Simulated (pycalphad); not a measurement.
CALPHAD calculation (pycalphad, COST 507 light-alloy database (1999)), 1 atm. These are 1990s assessments: newer ones move some temperatures and phases.

### Question
How does the equilibrium phase assembly of Al-12.53Si-0.85Fe (at.%) change on cooling from 1850 K to 500 K?

### Answer
```
T (K)                         phases above                         phases below
-----  -----------------------------------  -----------------------------------
907.5                               liquid                 ALFESI_BETA + liquid
854.2                 ALFESI_BETA + liquid  ALFESI_BETA + diamond (Si) + liquid
848.9  ALFESI_BETA + diamond (Si) + liquid     ALFESI_BETA + diamond (Si) + fcc
```
Changes were sought between steps of 50 K, so a narrower field can be missed.

Database names, with the compositions (at.%) that they take in these runs: ALFESI_BETA: Al 70 Si 15 Fe 15.
